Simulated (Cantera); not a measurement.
Charge: 1 mol AlCl3, 37 mol N2O, 470 mol N2, 6.3 mol HCl, equilibrated at 1150 °C and 1.33 mbar.

Cantera equilibrium calculation (NASA polynomials, part measured and part estimated; ideal gas, pure solids and liquids). Candidate condensed phases: Al, AlCl3, AlN, Al2O3, H2O, NH4Cl; 45 gas species. The numbers say what is thermodynamically allowed, not how fast it happens.

Base state: N2 0.949, O2 0.0328, HCl 0.0106, Cl 0.00668, H2O 0.000580, NO 0.000357, Cl2 5.20e-5 (mole fractions); condensed: Al2O3(s).

Q: What changes in the equilibrium state with this change: temperature from 1150 °C to 427 °C?

A: 
```json
[
 {"species": "N2", "before": "0.949", "after": "0.953"},
 {"species": "O2", "before": "0.0328", "after": "0.0328"},
 {"species": "HCl", "before": "0.0106", "after": "0.00964"},
 {"species": "Cl", "before": "0.00668", "after": "1.13e-6"},
 {"species": "Cl2", "before": "5.20e-5", "after": "0.00392"},
 {"species": "NO", "before": "0.000357", "after": "1.22e-7"},
 {"species": "H2O", "before": "0.000580", "after": "0.00110"},
 {"species": "Al2O3(s), mol", "before": "0.500", "after": "0.500"}
]
```
Condensed phases not in the tables: AlOCl.
